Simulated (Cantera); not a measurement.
What does this Cantera script print?

```python
import numpy as np
import cantera as ct

gas = ct.Solution("gri30.yaml")


def delay(T, t_max=10):
    gas.TPX = T, 101325, {'H2': 1, 'O2': 0.312, 'N2': 1.17, 'NO': 0.007}
    reactor = ct.IdealGasConstPressureReactor(gas, clone=False)
    net = ct.ReactorNet([reactor])
    net.rtol, net.atol = 1e-8, 1e-16
    while net.time < t_max:
        t_old, T_old = net.time, reactor.T
        net.step()
        if reactor.T > T + 400:  # ignition: a rise of 400 K
            return t_old + (T + 400 - T_old) / (reactor.T - T_old) * (net.time - t_old)
    return np.nan


taus = []
for T in [923, 1023, 1123, 1223, 1323, 1423, 1523, 1623, 1723]:
    taus.append(delay(T))
    print(f"T0 = {T:6g} K   tau = {taus[-1]:.4e} s")
```

Result:

```
T0 =    923 K   tau = 4.8469e-04 s
T0 =   1023 K   tau = 1.6417e-04 s
T0 =   1123 K   tau = 7.5520e-05 s
T0 =   1223 K   tau = 4.2893e-05 s
T0 =   1323 K   tau = 2.8202e-05 s
T0 =   1423 K   tau = 2.0891e-05 s
T0 =   1523 K   tau = 1.7161e-05 s
T0 =   1623 K   tau = 1.5399e-05 s
T0 =   1723 K   tau = 1.4857e-05 s
```

Detailed kinetics in Cantera: GRI-Mech 3.0 (53 species, 325 reactions). The mechanism lacks 2 NO + O2 → 2 NO2 and HONO, so NO2 and the effect of NO are under-described below about 1400 K. Below about 950 K walls govern HO2 and H2O2 in real vessels. Where the delays flatten at high temperature, the 400 K rule measures the pace of heat release, not the induction time.
